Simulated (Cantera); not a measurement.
A closed system holds: 1 mol Ta₂O₅, 3 mol C, 4.1 mol H₂, held at 1275 K.

These are equilibrium values from Cantera (NASA tables, ideal gas, pure condensed phases), not measurements of a reactor. Candidate condensed phases: C, C₆H₆, C₇H₈, C₈H₁₈, H₂O, Ta, TaC, Ta₂O₅; 113 gas species. Mutual solubility and eutectic melting of coexisting phases are not modelled. TaC: taken at fixed stoichiometry. Condensed phases not in the tables: Ta₂C. Rates play no part.

x: gas mole fraction; n: condensed amount in mol.

```csv
P (Pa),x H₂,x CO,x CH₄,x H₂O,x CO₂,x H,x C₂H₄,n TaC(s),n Ta₂O₅(s),n C(graphite)
10,0.657,0.343,8.51e-10,(withheld),3.87e-5,5.97e-5,<1e-12,0.857,0.571,0
68,0.657,0.343,2.28e-8,(withheld),6.70e-5,2.29e-5,<1e-12,0.858,0.571,0
460,0.656,0.343,6.03e-7,(withheld),0.000116,8.81e-6,3.31e-12,0.858,0.571,0
3200,0.656,0.343,1.67e-5,(withheld),0.000201,3.34e-6,3.67e-10,0.859,0.571,0
22000,0.656,0.343,0.000455,(withheld),0.000349,1.27e-6,3.95e-8,0.859,0.571,0
150000,0.862,0.126,0.0103,0.00190,0.000166,5.59e-7,1.73e-6,0.237,0.881,2.13
1000000,0.903,0.0189,0.0757,0.00199,2.49e-5,2.22e-7,1.27e-5,0.0324,0.984,2.60
```

Problem. Some entries are withheld; supply them.

Solution. 
- 10, x H₂O: 0.000123
- 68, x H₂O: 0.000213
- 460, x H₂O: 0.000368
- 3200, x H₂O: 0.000640
- 22000, x H₂O: 0.00111
